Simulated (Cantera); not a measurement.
Charge: 1 mol V, 3.9 mol N2, 3.7 mol H2, held at 1423 K and 165 Torr.

Equilibrium computed with Cantera from the NASA thermochemical tables; the gas is ideal and each condensed phase is pure. Candidate condensed phases: V, VN; 11 gas species. VN: taken at fixed stoichiometry. Condensed phases not in the tables: V2N. Rates play no part.

### Question
What is the equilibrium state?

### Answer
```json
{
 "x(H2)": "0.521",
 "x(N2)": "0.479",
 "x(H)": "1.02e-5",
 "x(NH3)": "4.53e-6",
 "n(VN(s))": "1.00 mol",
 "gas_amount": "7.100 mol",
 "log10 activity of V(s) (absent)": "-3.08"
}
```
